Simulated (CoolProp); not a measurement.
Vapour-liquid equilibrium of R152A (1) + n-butane (2) at 1510 kPa; x and y are mole fractions of (1).

Computed with CoolProp (multi-fluid Helmholtz-energy mixture model, Outcalt 1996 and Bücker 2006; pair parameters Bell 2016).

```
x     bubble temperature (K)  y at the bubble point  dew temperature at overall composition x (K)  liquid density (mol/L)
----  ----------------------  ---------------------  --------------------------------------------  ----------------------
0.05                   364.2                  0.153                                         369.9                   8.318
0.2                    348.3                  0.427                                         361.6                   8.895
0.35                   340.7                  0.561                                         352.9                   9.331
0.5                    336.5                  0.649                                         344.1                   9.777
0.65                   334.0                  0.727                                         336.5                   10.31
0.8                    332.7                  0.817                                         332.8                   10.99
0.95                   332.8                  0.943                                         332.9                   11.80
```

y crosses x between x = 0.8 and 0.95: the model has an azeotrope there.

The pair parameters rest on a limited set of measurements; away from them the model extrapolates.
